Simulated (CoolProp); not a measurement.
A single-stage vapour-compression cycle with R22: evaporating at 279.15 K (dew point), condensing at 341.15 K (bubble point), superheat 0 K, subcooling 5 K, compressor efficiency 0.9, no pressure losses. Each further row changes one setting.

Model: reference Helmholtz-energy equation of state, Kamei 1995, in CoolProp.

| case | cooling COP | pressure ratio | discharge temperature (K) | refrigerating effect (kJ/kg) | volumetric capacity (kJ/m³) |
|---|---|---|---|---|---|
| as stated | 2.86 | 4.77 | 370.5 | 125 | 3210 |
| evaporating temperature 284.15 K | 3.24 | 4.10 | 367.7 | 127 | 3770 |
| condensing temperature 336.15 K | 3.25 | … | 363.6 | 133 | 3390 |
| subcooling 10 K | 3.03 | 4.77 | 370.5 | 133 | … |
| superheat 10 K | 2.86 | 4.77 | 380.7 | 133 | … |
| compressor efficiency 0.8 | 2.54 | 4.77 | 376.0 | 125 | 3210 |

Question: Complete the blanks.

Answer: 
- condensing temperature 336.15 K, pressure ratio: 4.30
- subcooling 10 K, volumetric capacity (kJ/m³): 3400
- superheat 10 K, volumetric capacity (kJ/m³): 3220
